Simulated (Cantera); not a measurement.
**Chemical vapour transport: Fe₃O₄ + Cl₂**

Charge: 1 mol Fe₃O₄, 0.33 mol Cl₂, held at 4200 Pa.

These are equilibrium values from Cantera (NASA tables, ideal gas, pure condensed phases), not measurements of a reactor. Candidate condensed phases: Fe, FeCl₂, FeCl₃, FeO, Fe₂O₃, Fe₃O₄; 13 gas species. Mutual solubility and eutectic melting of coexisting phases are not modelled. Equilibrium is a limit: real reactors are often held back by kinetics, nucleation or transport.

From 1025 K to 1525 K the condensed part is Fe₂O₃(s) + Fe₃O₄(s). At 1625 K the condensed part is Fe₃O₄(s). The main Fe-bearing gas is FeCl₃ at 1025 K and FeCl₂ at 1625 K.

```
T (K)  log p FeCl₂  log p FeCl₃  log p O₂  log p Cl  log p Fe₂Cl₄  log p Cl₂  log p Fe₂Cl₆  n Fe₂O₃(s)  n Fe₃O₄(s)
-----  -----------  -----------  --------  --------  ------------  ---------  ------------  ----------  ----------
1025         -1.73        -1.70     -9.88     -5.53         -2.58      -4.56         -3.28        1.07       0.198
1125         -1.61        -1.79     -7.72     -4.68         -2.99      -3.98         -4.07        1.11       0.170
1225         -1.54        -1.91     -5.94     -3.98         -3.39      -3.52         -4.82        1.14       0.143
1325         -1.50        -2.04     -4.43     -3.39         -3.76      -3.16         -5.50        1.16       0.127
1425         -1.49        -2.19     -3.13     -2.90         -4.13      -2.86         -6.17        1.13       0.149
1525         -1.61        -2.52     -2.01     -2.53         -4.71      -2.74         -7.12       0.520       0.560
1625         -1.67        -2.98     -1.82     -2.45         -5.11      -3.10         -8.32           0       0.903
```
log p: log10 of the partial pressure in bar; n: condensed amount in mol.
